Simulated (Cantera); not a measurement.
Input (Python, Cantera):

```python
import numpy as np
import cantera as ct

gas = ct.Solution("gri30.yaml")


def delay(T, t_max=10):
    gas.TPX = T, 1200000, {'CH3OH': 1, 'O2': 3.33, 'N2': 12.5}
    reactor = ct.IdealGasReactor(gas, clone=False)
    net = ct.ReactorNet([reactor])
    net.rtol, net.atol = 1e-8, 1e-16
    while net.time < t_max:
        t_old, T_old = net.time, reactor.T
        net.step()
        if reactor.T > T + 400:  # ignition: a rise of 400 K
            return t_old + (T + 400 - T_old) / (reactor.T - T_old) * (net.time - t_old)
    return np.nan


taus = []
for T in [1075, 1125, 1175, 1225, 1275, 1325, 1375, 1425, 1475, 1525]:
    taus.append(delay(T))
    print(f"T0 = {T:6g} K   tau = {taus[-1]:.4e} s")
```

Output:

```
T0 =   1075 K   tau = 1.6337e-02 s
T0 =   1125 K   tau = 5.9338e-03 s
T0 =   1175 K   tau = 2.3520e-03 s
T0 =   1225 K   tau = 1.0100e-03 s
T0 =   1275 K   tau = 4.6714e-04 s
T0 =   1325 K   tau = 2.3151e-04 s
T0 =   1375 K   tau = 1.2236e-04 s
T0 =   1425 K   tau = 6.8643e-05 s
T0 =   1475 K   tau = 4.0652e-05 s
T0 =   1525 K   tau = 2.5262e-05 s
```

Detailed kinetics in Cantera: GRI-Mech 3.0 (53 species, 325 reactions). GRI-Mech 3.0 was tuned for natural gas; its chemistry of methanol as a main component is partial and can be far from experiment. The pressure lies above the range GRI-Mech 3.0 was tuned for (to about 10 atm).
